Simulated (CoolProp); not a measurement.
The numbers come from the reference Helmholtz-energy equation of state, Schroeder 2014 in CoolProp.

Task: Give the vapour pressure (MPa), liquid density (kg/m³), vapour density (kg/m³), liquid cp (kJ/(kg K)) of saturated ethanol at 41.65, 117.15 °C.

Result: 
| T (°C) | p (MPa) | liquid density (kg/m³) | vapour density (kg/m³) | liquid cp (kJ/(kg K)) |
|---|---|---|---|---|
| 41.65 | 0.0195 | 771 | 0.346 | 2.57 |
| 117.15 | 0.392 | 694 | 6.03 | 3.39 |
